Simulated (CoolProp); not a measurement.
Carbon dioxide at several states: fugacity coefficient from the reference equation and from simpler models built on Tc = 304.1 K, pc = 7377 kPa, ω = 0.224; each cubic takes its own stable root.

Values from CoolProp's reference Helmholtz-energy equation of state, Span 1996.

```
T (K)  p (kPa)          phase  reference  van der Waals  Redlich-Kwong  Soave-Redlich-Kwong  Peng-Robinson
-----  -------  -------------  ---------  -------------  -------------  -------------------  -------------
546        329            gas     0.9984         0.9973         0.9977               0.9991         0.9983
719.7    27000  supercritical      1.016         0.9403         0.9738                1.062          1.024
777       8880  supercritical      1.008         0.9829         0.9933                1.022          1.010
358.7    17200  supercritical     0.6096         0.5819         0.5925               0.6313         0.5961
579.7     3020            gas     0.9902         0.9797         0.9842               0.9963         0.9898
```
